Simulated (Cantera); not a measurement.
Carbon deposition, reforming and gasification: acetone + CO₂ + H₂

Charge: 1 mol acetone, 0.026 mol CO₂, 54 mol H₂, at 10000 Pa.

These are equilibrium values from Cantera (NASA tables, ideal gas, pure condensed phases), not measurements of a reactor. Candidate condensed phases: C, C₆H₆, C₇H₈, C₈H₁₈, H₂O; 110 gas species. The feed counts by its element totals alone. Equilibrium is a limit: real reactors are often held back by kinetics, nucleation or transport.

```tsv
T (K)	x H₂	x CH₄	x H₂O	x CO	x H	x CO₂	x C₂H₂ (acetylene)	x CH₃	n C(graphite)
625	0.924	0.0561	0.0195	4.13e-7	<1e-12	1.80e-7	<1e-12	<1e-12	0
725	0.925	0.0559	0.0193	0.000138	<1e-12	2.17e-5	<1e-12	<1e-12	0
825	0.932	0.0486	0.0122	0.00641	2.42e-11	0.000300	1.29e-12	1.88e-11	0
925	0.961	0.0209	0.00230	0.0161	8.07e-10	7.78e-5	1.22e-10	2.87e-10	0.921
1025	0.975	0.00698	0.000460	0.0178	1.36e-8	1.09e-5	2.15e-9	1.71e-9	1.60
1125	0.979	0.00277	0.000114	0.0181	1.39e-7	1.91e-6	2.25e-8	7.27e-9	1.82
1225	0.981	0.00126	3.49e-5	0.0181	9.76e-7	4.39e-7	1.59e-7	2.42e-8	1.90
1325	0.981	0.000646	1.28e-5	0.0181	5.12e-6	1.27e-7	8.35e-7	6.67e-8	1.94
1425	0.981	0.000363	5.40e-6	0.0181	2.14e-5	4.39e-8	3.46e-6	1.59e-7	1.95
1525	0.982	0.000220	2.56e-6	0.0181	7.41e-5	1.75e-8	1.19e-5	3.37e-7	1.96
1625	0.981	0.000142	1.33e-6	0.0181	0.000221	7.90e-9	3.49e-5	6.49e-7	1.96
1725	0.981	9.61e-5	7.48e-7	0.0181	0.000582	3.92e-9	9.04e-5	1.16e-6	1.96
1825	0.980	6.81e-5	4.48e-7	0.0181	0.00138	2.11e-9	0.000211	1.93e-6	1.95
```
x: gas mole fraction; n: condensed amount in mol.

From 625 K to 825 K nothing is condensed. From 925 K to 1825 K the condensed part is C(graphite). The main C-bearing gas is CH₄ at 625 K and CO at 1825 K.
